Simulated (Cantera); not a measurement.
Feed: 1 mol V, 0.79 mol NH3, 7.3 mol H2, at 2450 °C and 20.0 mbar.

These are equilibrium values from Cantera (NASA tables, ideal gas, pure condensed phases), not measurements of a reactor. Candidate condensed phases: V, VN; 11 gas species. The numbers say what is thermodynamically allowed, not how fast it happens.

Base state: H2 0.555, H 0.327, V 0.0847, N2 0.0334 (mole fractions); condensed: gas only.

Q: What changes in the equilibrium state with this change: pressure from 20.0 mbar to 0.100 bar?

A: 
| species | before | after |
|---|---|---|
| H2 | 0.555 | 0.742 |
| H | 0.327 | 0.169 |
| V | 0.0847 | 0.0503 |
| N2 | 0.0334 | 0.0385 |
| V(l), mol | 0 | 0.484 |
Condensed phases not in the tables: V2N, N, O or C dissolved in the metal.
